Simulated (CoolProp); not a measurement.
Saturation properties of acetone.

Values from CoolProp's reference Helmholtz-energy equation of state, Lemmon 2006. It is a short technical equation, of lower accuracy than the large ones.

| T (K) | p (kPa) | enthalpy of vaporisation (kJ/kg) | surface tension (mN/m) |
|---|---|---|---|
| 256 | [?] | 575.3 | [?] |
| 274.9 | [?] | 557.2 | 25.6 |
| 293.8 | 25.39 | 538.6 | 23.3 |
| 312.7 | [?] | 519.2 | 20.9 |
| 331.6 | 109.8 | 498.8 | 18.6 |
| 350.6 | 200.0 | 476.9 | 16.3 |
| 369.5 | 338.6 | 453.5 | 14.0 |
| 388.4 | 541.7 | 427.8 | [?] |

**Question.** Complete the blanks.

**Answer.** 
- 256, p (kPa): 3.486
- 256, surface tension (mN/m): 28.1
- 274.9, p (kPa): 10.20
- 312.7, p (kPa): 55.61
- 388.4, surface tension (mN/m): 11.8

It boils at 329.2 K under 1 atm.

Surface tension comes from a separate correlation (Mulero 2012).
